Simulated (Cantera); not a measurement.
Input: 1 mol SiCl4, 2.3 mol NH3, 0.22 mol H2, 78 mol N2, held at 1675 °C and 0.280 bar.

Method: chemical equilibrium by Gibbs-energy minimisation in Cantera with the NASA 1993 tables (ideal gas, pure condensed phases). Candidate condensed phases: NH4Cl, Si, Si3N4; 28 gas species. The tables' values for SiCl3, SiCl are old estimates; treat these amounts as uncertain. Rates play no part.

Base state: N2 0.933, H2 0.0314, HCl 0.0232, SiCl2 0.0115, H 0.000379, SiCl3 0.000221, Cl 0.000210, SiCl 5.80e-5 (mole fractions); condensed: gas only.

Task: What changes in the equilibrium state with this change: NH3 from 2.3 to 0.46 mol?

Result: 
```tsv
species	before	after
N2	0.933	0.964
HCl	0.0232	0.0213
SiCl2	0.0115	0.0107
H2	0.0314	0.000545
Si	2.18e-5	4.18e-7
SiCl4	5.29e-6	0.000238
```
The tables' values for SiCl3 are old estimates; treat these amounts as uncertain.
